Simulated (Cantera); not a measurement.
A perfectly stirred reactor is fed with CH3OH : O2 : N2 = 1 : 1.25 : 4.5 (molar parts), equivalence ratio 1.2, at 0.237 atm; it is adiabatic with a 500 K inlet, and is followed from long to short residence time, starting on the burning branch (τ in s: 0.021, 0.011, 0.0058, 0.0031, 0.0016, 0.00084, 0.00044, 0.00023, 0.00012, 6.4e-05).

Computed with Cantera and GRI-Mech 3.0 (53 species, 325 reactions). GRI-Mech 3.0 was tuned for natural gas; its chemistry of methanol as a main component is partial and can be far from experiment.

Predict: blow-out, bracketed by the residence times tried; x(CH3OH) at τ = 21.0 ms; x(O2) at τ = 21.0 ms; x(OH) at τ = 21.0 ms; x(H) at τ = 21.0 ms; x(CH3OH) at τ = 0.840 ms; x(O2) at τ = 0.840 ms; x(OH) at τ = 0.840 ms; x(H) at τ = 0.840 ms; x(C2H2) at τ = 0.840 ms.


- blow-out, bracketed by the residence times tried = burning at 0.230 ms, out at 0.120 ms
- x(CH3OH) at τ = 21.0 ms = 4.74e-6
- x(O2) at τ = 21.0 ms = 0.00723
- x(OH) at τ = 21.0 ms = 0.00909
- x(H) at τ = 21.0 ms = 0.00995
- x(CH3OH) at τ = 0.840 ms = 8.46e-5
- x(O2) at τ = 0.840 ms = 0.0146
- x(OH) at τ = 0.840 ms = 0.0101
- x(H) at τ = 0.840 ms = 0.0181
- x(C2H2) at τ = 0.840 ms = 7.82e-8
